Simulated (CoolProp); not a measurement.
Octamethyltrisiloxane (MDM) along the isobar 0.155 MPa: fugacity coefficient from the reference equation and from simpler models built on Tc = 565.4 K, pc = 1.438 MPa, ω = 0.528; each cubic takes its own stable root.

Computed with CoolProp (reference Helmholtz-energy equation of state, Thol 2017).

```tsv
T (K)	phase	reference
229.5	liquid	6.281e-6
240.3	liquid	2.261e-5
251.1	liquid	7.124e-5
262	liquid	0.0002018
272.8	liquid	0.0005118
283.7	liquid	0.001197
294.5	liquid	0.002571
305.3	liquid	0.005155
316.2	liquid	0.009780
327	liquid	0.01747
337.9	liquid	0.02986
348.7	liquid	0.04863
359.6	liquid	0.07645
```

Q: How far does each simpler model (van der Waals, Redlich-Kwong, Peng-Robinson) lie from the reference over these 13 states: mean and median of the absolute difference, and the worst?

A: 
- van der Waals: mean 120231.0 %, median 12696.6 %, worst +883676.5 % at 229.5 K and 0.155 MPa
- Redlich-Kwong: mean 2751.4 %, median 1330.6 %, worst +11141.8 % at 229.5 K and 0.155 MPa
- Peng-Robinson: mean 32.3 %, median 22.3 %, worst +96.0 % at 229.5 K and 0.155 MPa

At some of these states van der Waals gives the other phase, because its saturation line lies elsewhere.
